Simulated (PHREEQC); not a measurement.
## Alkaline etch or developer: an equilibrium model

Dissolve 0.54 mol LiOH and 0.0014 mol K2SiO3 per kg of water at 25 °C. Closed to the air; pH follows from the charge balance.

All values are PHREEQC results (Pitzer model, pitzer.dat), not measurements.

No solid was allowed to form.

Question: Predict the pH, density, activity of water.

Answer: pH 13.47; density 1.012 g/cm³; activity of water 0.983.

Question: In which forms is Si present?

Answer: H2SiO4-2 94 %, H3SiO4- 6.0 % of the Si.

Complexes and solids missing from the database can't appear.
